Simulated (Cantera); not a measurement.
Charge: 1 mol SiH2Cl2, 41 mol N2, 0.022 mol HCl, equilibrated at 1.00 bar.

Cantera equilibrium calculation (NASA polynomials, part measured and part estimated; ideal gas, pure solids and liquids). Candidate condensed phases: NH4Cl, Si, Si3N4; 28 gas species. N2 is the only nitrogen source here; it is nearly inert below about 1500 K, so the nitride shown seldom forms there in practice. The tables' values for SiCl3 are old estimates; treat these amounts as uncertain. Rates play no part.

x: gas mole fraction; n: condensed amount in mol.

```json
[
 {"T (°C)": "702", "x N2": "0.956", "x HCl": "0.0308", "x H2": "0.00851", "x SiCl2": "5.53e-9", "x SiCl4": "0.00425", "n Si3N4(s)": "0.273"},
 {"T (°C)": "802", "x N2": "0.956", "x HCl": "0.0320", "x H2": "0.00790", "x SiCl2": "1.35e-7", "x SiCl4": "0.00394", "n Si3N4(s)": "0.278"},
 {"T (°C)": "902", "x N2": "0.956", "x HCl": "0.0329", "x H2": "0.00742", "x SiCl2": "1.89e-6", "x SiCl4": "0.00368", "n Si3N4(s)": "0.281"},
 {"T (°C)": "1002", "x N2": "0.956", "x HCl": "0.0336", "x H2": "0.00706", "x SiCl2": "1.72e-5", "x SiCl4": "0.00343", "n Si3N4(s)": "0.283"},
 {"T (°C)": "1102", "x N2": "0.956", "x HCl": "0.0341", "x H2": "0.00682", "x SiCl2": "[?]", "x SiCl4": "[?]", "n Si3N4(s)": "0.283"},
 {"T (°C)": "1202", "x N2": "0.955", "x HCl": "0.0341", "x H2": "0.00679", "x SiCl2": "[?]", "x SiCl4": "[?]", "n Si3N4(s)": "0.279"},
 {"T (°C)": "1302", "x N2": "0.955", "x HCl": "0.0333", "x H2": "0.00717", "x SiCl2": "0.00181", "x SiCl4": "0.00181", "n Si3N4(s)": "0.266"},
 {"T (°C)": "1402", "x N2": "0.954", "x HCl": "0.0310", "x H2": "0.00828", "x SiCl2": "0.00440", "x SiCl4": "0.000884", "n Si3N4(s)": "0.239"}
]
```

Some entries are withheld; supply them.


- 1202, x SiCl2: 0.000523
- 1202, x SiCl4: 0.00263
- 1102, x SiCl2: 0.000111
- 1102, x SiCl4: 0.00313
